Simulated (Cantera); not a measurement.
A Cantera script and its output.

```python
import numpy as np
import cantera as ct

surf = ct.Interface("ptcombust.yaml", "Pt_surf")
gas = surf.adjacent["gas"]
gas.TPX = 300, 6100, {'H2': 0.011, 'O2': 0.16, 'N2': 0.79}
jet = ct.ImpingingJet(gas=gas, width=0.051, surface=surf)
jet.inlet.mdot, jet.inlet.T, jet.inlet.X = 0.026, 300, {'H2': 0.011, 'O2': 0.16, 'N2': 0.79}
jet.set_refine_criteria(ratio=10, slope=0.2, curve=0.3)
show, cover = ['H2', 'O2', 'H2O', 'OH'], ["PT(S)", "H(S)", "O(S)", "OH(S)", "CO(S)", "C(S)"]

rows = []
print(f"{'Ts/K':>7s}" + "".join(f"{s:>11s}" for s in show + cover) + "   (gas at the wall, coverages)")
for i, Ts in enumerate([700, 750, 800, 850, 900]):
    jet.surface.T = Ts
    if i == 0:
        surf.TP = Ts, 6100
        surf.coverages = "PT(S):0.5, O(S):0.5"
        surf.advance_coverages(1.0)
        jet.set_initial_guess(products="inlet")
    jet.solve(loglevel=0, auto=(i == 0))
    rows.append([*(jet.X[gas.species_index(s), -1] for s in show), *surf[cover].coverages])
    print(f"{Ts:7g}" + "".join(f"{x:11.3e}" for x in rows[-1]))
```

Result:

```
   Ts/K         H2         O2        H2O         OH      PT(S)       H(S)       O(S)      OH(S)      CO(S)       C(S)   (gas at the wall, coverages)
    700  1.778e-03  1.564e-01  1.831e-02  1.424e-10  3.367e-02  8.362e-10  9.651e-01  1.199e-03 -4.090e-23 -1.409e-33
    750  1.203e-03  1.559e-01  1.929e-02  8.063e-10  5.494e-02  2.597e-09  9.439e-01  1.121e-03  7.847e-22  2.745e-28
    800  7.742e-04  1.554e-01  2.000e-02  3.447e-09  9.203e-02  8.519e-09  9.069e-01  1.087e-03  3.479e-19  1.828e-27
    850  5.304e-04  1.552e-01  2.037e-02  1.225e-08  1.421e-01  2.413e-08  8.569e-01  1.027e-03  1.050e-19  1.125e-28
    900  3.951e-04  1.551e-01  2.055e-02  3.720e-08  2.009e-01  5.805e-08  7.982e-01  9.442e-04  1.259e-20  2.987e-27
```

Computed with Cantera and Deutschmann's 1995 Pt surface mechanism with GRI-Mech 3.0 gas chemistry. Catalytic surfaces can have several steady states; this one follows from the mechanism file's or the stated starting coverage.
